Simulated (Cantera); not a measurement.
Cantera run:

```python
import numpy as np
import cantera as ct

gas_names = """
    C CH CH2 CH3 CH2OH CH3O CH4 CH3OH CO CO2 COOH C2 C2H CHCO,ketyl C2H2,acetylene C2H2,vinylidene
    CH2CO,ketene C2H3,vinyl CH3CO,acetyl C2H4 C2H4O,ethylen CH3CHO,ethanal CH3COOH (HCOOH)2 C2H5 C2H6
    CH3OCH3 C2H5OH C2O C3 C3H3,propargyl C3H4,allene C3H4,propyne C3H4,cyclo- C3H5,allyl C3H6,propylene
    C3H6,cyclo- C3H6O C3H7,n-propyl C3H7,i-propyl C3H8 C3H8O,1propanol C3H8O,2propanol C3O2 C4 C4H2
    C4H4,1,3-cyclo- C4H6,butadiene C4H6,2-butyne C4H6,cyclo- C4H8,1-butene C4H8,cis2-buten
    C4H8,tr2-butene C4H8,isobutene C4H8,cyclo- (CH3COOH)2 C4H9,n-butyl C4H9,i-butyl C4H9,s-butyl
    C4H9,t-butyl C4H10,isobutane C4H10,n-butane C5 C5H6,1,3cyclo- C5H8,cyclo- C5H10,1-pentene
    C5H10,cyclo- C5H11,pentyl C5H11,t-pentyl C5H12,n-pentane C5H12,i-pentane CH3C(CH3)2CH3 C6H2
    C6H5,phenyl C6H5O,phenoxy C6H6 C6H5OH,phenol C6H10,cyclo- C6H12,1-hexene C6H12,cyclo- C6H13,n-hexyl
    C7H7,benzyl C7H8 C7H8O,cresol C7H14,1-heptene C7H15,n-heptyl C7H16,n-heptane C8H8,styrene
    C8H10,ethylbenz C8H16,1-octene C8H17,n-octyl C8H18,isooctane C8H18,n-octane C9H19,n-nonyl
    C10H8,naphthale C10H21,n-decyl C12H9,o-bipheny C12H10,bipheny H HCO HO2 H2 HCHO,formaldehy HCOOH H2O
    H2O2 Na NaH NaO NaOH Na2 Na2O Na2O2H2 O OH O2 O3
""".split()
cond_names = """
    C(gr) C6H6(L) C7H8(L) C8H18(L),n-octa H2O(s) H2O(L) Na(cr) Na(L) NaOH(a) NaOH(L) NaO2(s) Na2CO3(I)
    Na2CO3(II) Na2CO3(L) Na2O(c) Na2O(a) Na2O(L) Na2O2(a) Na2O2(b)
""".split()


def load(file, names, dense=False):
    # The tables refer to 1 bar. Condensed volumes are neglected.
    table = {s.name: s for s in ct.Species.list_from_file(file)}
    out = []
    for n in names:
        d = dict(table[n].input_data)
        d["thermo"] = dict(d["thermo"], **{"reference-pressure": 1e5})
        if dense:
            d["equation-of-state"] = {"model": "constant-volume", "density": "1e6 g/cm^3"}
        out.append(ct.Species.from_dict(d))
    return out


gas = ct.Solution(thermo="ideal-gas", species=load("nasa_gas.yaml", gas_names))
cond = {s.name: ct.Solution(thermo="fixed-stoichiometry", species=[s], name=s.name)
        for s in load("nasa_condensed.yaml", cond_names, dense=True)}
atoms = {
    'Na2CO3': {'Na': 2, 'C': 1, 'O': 3},
    'H2O': {'H': 2, 'O': 1},
}
top_T = {'C(gr)': 4500, 'NaO2(s)': 800, 'Na2O2(b)': 940}  # K; cautious upper limits of use, not melting points


def equilibrate(T, P, feed):
    n = {}
    for name, mol in feed.items():
        for a, k in atoms[name].items():
            n[a] = n.get(a, 0.0) + k * mol
    gas.TPX = T, P, n
    mass = sum(n.values()) * gas.mean_molecular_weight
    gas.equilibrate("TP")
    valid = [c for c in cond.values() if c.min_temp <= T <= top_T.get(c.name, c.max_temp)]
    mix = ct.Mixture([(gas, mass / gas.mean_molecular_weight)] + [(c, 0.0) for c in valid])
    mix.T, mix.P = T, P
    mix.equilibrate("TP", solver="vcs", rtol=1e-11, max_steps=5000)
    return mix


results = []
feed = {'Na2CO3': 1, 'H2O': 3.4}  # mol
T = 1075  # K
P = 1600  # Pa
mix = equilibrate(T, P, feed)
results.append((T, P, feed, dict(zip(mix.species_names, mix.species_moles))))
x = sorted(zip(gas.X, gas.species_names), reverse=True)
print(f"T = {T:g} K  P = {P:g} Pa  gas = {mix.phase_moles(0):.4g} mol")
print("   x: " + "  ".join(f"{s} {v:.3e}" for v, s in x if v > 0.001))
print("   condensed (mol): " + ("  ".join(f"{mix.phase(i).name} {mix.phase_moles(i):.4g}"
      for i in range(1, mix.n_phases) if mix.phase_moles(i) > 1e-12) or "none"))
```

Output:

```
T = 1075 K  P = 1600 Pa  gas = 3.412 mol
   x: H2O 9.948e-01  NaOH 3.447e-03  CO2 1.755e-03
   condensed (mol): Na2CO3(II) 0.994
```

Equilibrium computed with Cantera from the NASA thermochemical tables; the gas is ideal and each condensed phase is pure.
